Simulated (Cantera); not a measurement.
Input (Python, Cantera):

```python
import numpy as np
import cantera as ct

gas = ct.Solution("gri30.yaml")


def delay(T, t_max=10):
    gas.TPX = T, 1000000, {'CH4': 1.3, 'O2': 2.47, 'N2': 9.28, 'H2O': 1.4}
    reactor = ct.IdealGasReactor(gas, clone=False)
    net = ct.ReactorNet([reactor])
    net.rtol, net.atol = 1e-8, 1e-16
    while net.time < t_max:
        t_old, T_old = net.time, reactor.T
        net.step()
        if reactor.T > T + 400:  # ignition: a rise of 400 K
            return t_old + (T + 400 - T_old) / (reactor.T - T_old) * (net.time - t_old)
    return np.nan


taus = []
for T in [1125, 1225, 1325, 1425, 1525, 1625, 1725, 1825, 1925, 2025]:
    taus.append(delay(T))
    print(f"T0 = {T:6g} K   tau = {taus[-1]:.4e} s")
```

It prints:

```
T0 =   1125 K   tau = 1.2401e-02 s
T0 =   1225 K   tau = 3.6020e-03 s
T0 =   1325 K   tau = 1.2079e-03 s
T0 =   1425 K   tau = 4.4016e-04 s
T0 =   1525 K   tau = 1.6885e-04 s
T0 =   1625 K   tau = 6.7886e-05 s
T0 =   1725 K   tau = 2.9109e-05 s
T0 =   1825 K   tau = 1.3582e-05 s
T0 =   1925 K   tau = 6.9513e-06 s
T0 =   2025 K   tau = 3.8842e-06 s
```

Detailed kinetics in Cantera: GRI-Mech 3.0 (53 species, 325 reactions).
